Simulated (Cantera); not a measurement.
What does this Cantera script print?

```python
import numpy as np
import cantera as ct

gas_names = """
    CL CL2 H HCL H2 Si SiCL SiCL2 SiCL3 SiCL4 SiH SiHCL3 SiH2 SiH2CL2 SiH3 SiH3CL SiH4 Si2 Si3
""".split()
cond_names = """
    Si(cr) Si(L)
""".split()


# ... load() reads the species with a 1 bar reference pressure and builds the phases ...
atoms = {
    'Si3H8': {'Si': 3, 'H': 8},
    'Cl2': {'CL': 2},
    'H2': {'H': 2},
}
top_T = {}  # K; cautious upper limits of use, not melting points


# ... equilibrate(T, P, feed) seeds the gas with the atoms and calls Mixture.equilibrate('TP', solver="vcs", rtol=1e-11, max_steps=5000) ...
results = []
feed = {'Si3H8': 1, 'Cl2': 0.0049, 'H2': 840}  # mol
T = 825  # K
P = 5400  # Pa
mix = equilibrate(T, P, feed)
results.append((T, P, feed, dict(zip(mix.species_names, mix.species_moles))))
x = sorted(zip(gas.X, gas.species_names), reverse=True)
print(f"T = {T:g} K  P = {P:g} Pa  gas = {mix.phase_moles(0):.4g} mol")
print("   x: " + "  ".join(f"{s} {v:.3e}" for v, s in x if v > 1e-05))
print("   condensed (mol): " + ("  ".join(f"{mix.phase(i).name} {mix.phase_moles(i):.4g}"
      for i in range(1, mix.n_phases) if mix.phase_moles(i) > 1e-12) or "none"))
```

It prints:

```
T = 825 K  P = 5400 Pa  gas = 844 mol
   x: H2 1.000e+00  HCL 1.158e-05
   condensed (mol): Si(cr) 3
```

These are equilibrium values from Cantera (NASA tables, ideal gas, pure condensed phases), not measurements of a reactor. The feed counts by its element totals alone.
